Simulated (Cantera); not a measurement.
A freely propagating, adiabatic, planar premixed flame of CH4 : H2 : O2 : N2 = 1 : 1.3 : 2.04 : 6.73 (molar parts), equivalence ratio 1.3, unburnt at 698 K and 65000 Pa; mixture-averaged transport, grid criteria slope 0.08 and curve 0.16, no radiation.

Detailed kinetics in Cantera: GRI-Mech 3.0 (53 species, 325 reactions). Burning velocities carry a grid error of a few per cent, more on coarse grids.

Question: Predict: laminar burning velocity; thermal thickness; peak x(HCO); peak x(CH2O); peak x(C2H6).

Answer: laminar burning velocity: 371 cm/s
thermal thickness: 0.332 mm
peak x(HCO): 0.000156
peak x(CH2O): 0.00115
peak x(C2H6): 0.000982
